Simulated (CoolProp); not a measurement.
Propylene along the isobar 2.08 MPa: fugacity coefficient from the reference equation and from simpler models built on Tc = 91.1 °C, pc = 4.555 MPa, ω = 0.146; each cubic takes its own stable root.

Model: reference Helmholtz-energy equation of state, Lemmon 2013, in CoolProp.

| T (°C) | phase | reference | Redlich-Kwong | Soave-Redlich-Kwong |
|---|---|---|---|---|
| -78.35 | liquid | 0.01003 | 0.01299 | 0.009934 |
| -43.55 | liquid | [?] | 0.07652 | 0.06039 |
| -8.85 | liquid | 0.2052 | 0.2464 | [?] |
| 25.85 | liquid | [?] | 0.5487 | 0.4978 |
| 60.55 | gas | [?] | 0.8042 | 0.8001 |
| 95.25 | gas | 0.8523 | 0.8532 | 0.8537 |
| 130.05 | gas | 0.8893 | 0.8875 | [?] |
| 164.75 | gas | 0.9154 | 0.9123 | 0.9181 |
| 199.45 | gas | [?] | 0.9307 | 0.9381 |
| 234.15 | gas | 0.9490 | 0.9448 | [?] |
| 268.95 | gas | 0.9602 | 0.9557 | 0.9649 |

What belongs in the gaps?


- -43.55, reference: 0.06025
- -8.85, Soave-Redlich-Kwong: 0.2081
- 25.85, reference: 0.4885
- 60.55, reference: 0.7968
- 130.05, Soave-Redlich-Kwong: 0.8911
- 199.45, reference: 0.9345
- 234.15, Soave-Redlich-Kwong: 0.9533
